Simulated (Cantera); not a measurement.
**Thermodynamics of calcination and drying, feed Mg(OH)₂ + C + H₂O**

Charge: 1 mol Mg(OH)₂, a varied amount of C, 0.11 mol H₂O, at 41.0 Pa.

Cantera equilibrium calculation (NASA polynomials, part measured and part estimated; ideal gas, pure solids and liquids). Candidate condensed phases: C, C₆H₆, C₇H₈, C₈H₁₈, H₂O, Mg, MgCO₃, MgO, Mg(OH)₂; 116 gas species. The numbers say what is thermodynamically allowed, not how fast it happens.

**Question.** Map the stable condensed phases over T = 875, 975, 1075, 1175, 1275, 1375, 1475, 1575, 1675, 1775, 1875, 1975 °C and n(C) in mol = 0.027, 0.04, 0.058, 0.084, 0.12, 0.18, 0.26, 0.37, 0.54, 0.79, 1.1, 1.7.

**Answer.** 
```
T in °C \ n(C) in mol
         0.027  0.04 0.058 0.084  0.12  0.18  0.26  0.37  0.54  0.79   1.1   1.7
   1975      A     A     A     A     A     A     A     A     A     B     B     B
   1875      A     A     A     A     A     A     A     A     A     A     A     B
   1775      A     A     A     A     A     A     A     A     A     A     A     A
   1675      A     A     A     A     A     A     A     A     A     A     A     A
   1575      A     A     A     A     A     A     A     A     A     A     A     A
   1475      A     A     A     A     A     A     A     A     A     A     A     A
   1375      A     A     A     A     A     A     A     A     A     A     A     A
   1275      A     A     A     A     A     A     A     A     A     A     A     A
   1175      A     A     A     A     A     A     A     A     A     A     A     A
   1075      A     A     A     A     A     A     A     A     A     A     A     C
    975      A     A     A     A     A     A     A     A     A     A     A     C
    875      A     A     A     A     A     A     A     A     A     A     A     C
```
A: MgO; B: gas only; C: C + MgO.
